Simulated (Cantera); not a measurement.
# Reactions in the system Ba-H-O

Cantera with NASA thermochemical tables; ideal gases at 1 bar, condensed phases pure. Values are per mole of reaction as written; species without (g) are pure solids or liquids, kept so even where they would boil at 1 bar.

Ba(OH)2 ⇌ 2 OH(g) + Ba

```csv
T (K),ΔH° (kJ),ΔS° (J/K),ΔG° (kJ),log10 K
1525,972.7,252.7,587.3,-20.12
1575,971.0,251.6,574.7,-19.06
1625,969.3,250.5,562.1,-18.07
1675,967.6,249.5,549.6,-17.14
1725,965.9,248.5,537.2,-16.27
1775,964.2,247.6,524.8,-15.44
1825,962.6,246.7,512.4,-14.67
1875,961.0,245.8,500.1,-13.93
1925,959.4,244.9,487.8,-13.24
1975,957.8,244.1,475.6,-12.58
```
